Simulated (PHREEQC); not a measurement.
A PHREEQC speciation (ion-association model, phreeqc.dat) at 25 °C gives pH 6.53 and these molalities:

```csv
species,mol/kgw
Br-,0.00281
Cd+2,0.00121
CdBr+,0.000382
CdBr2,5.01e-6
H+,3.16e-7
CdOH+,2.77e-7
```

### Question
What are the element totals, and what could have been dissolved in 1 kg of water to give them?

### Answer
This is not unique; one that fits is totals Br 0.00320, Cd 0.00160 mol/kgw, from 0.0016 mol CdBr2 per kg of water.

Precipitation was switched off in this run.
